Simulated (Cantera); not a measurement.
A closed system holds: 1 mol Zr, 3.6 mol NH3, 14 mol H2, equilibrated at 1 atm.

These are equilibrium values from Cantera (NASA tables, ideal gas, pure condensed phases), not measurements of a reactor. Candidate condensed phases: Zr, ZrN; 11 gas species. ZrN: taken at fixed stoichiometry. Kinetics and transport are ignored. All values below are at 1977 °C.

Base state: H2 0.930, N2 0.0626, H 0.00712 (mole fractions); condensed: ZrN(s).

**Question.** What changes in the equilibrium state with this change: NH3 from 3.6 to 2.5 mol?

**Answer.** 
| species | before | after |
|---|---|---|
| H2 | 0.930 | 0.952 |
| N2 | 0.0626 | 0.0404 |
| H | 0.00712 | 0.00720 |
| ZrN(s), mol | 1.00 | 1.00 |
